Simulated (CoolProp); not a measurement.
A single-stage vapour-compression cycle with the fluid: evaporating at 300.15 K (dew point), condensing at 325.15 K (bubble point), superheat 10 K, subcooling 5 K, compressor efficiency 0.65, no pressure losses. The same conditions are run with several fluids, on thermodynamics alone (safety and materials aside).

The numbers come from the reference Helmholtz-energy equation of state of each fluid (cyclohexane: Zhou 2014; n-butane: Bücker 2006; isohexane: Lemmon 2006; 1,2-dichloroethane: Thol 2015; R365MFC: Lemmon 2016; carbonyl sulfide: Lemmon 2006) in CoolProp.

| fluid | cooling COP | pressure ratio | discharge temperature (K) | refrigerating effect (kJ/kg) | volumetric capacity (kJ/m³) |
|---|---|---|---|---|---|
| cyclohexane | 7.50 | 2.74 | 345.2 | 366 | 171 |
| n-butane | 7.29 | 2.02 | 339.0 | 327 | 2050 |
| isohexane | 7.44 | 2.53 | 335.4 | 317 | 331 |
| 1,2-dichloroethane | 7.47 | 2.91 | 362.8 | 336 | 150 |
| R365MFC | 7.39 | 2.47 | 335.3 | 177 | 641 |
| carbonyl sulfide | 6.75 | 1.76 | 363.5 | 223 | 8240 |
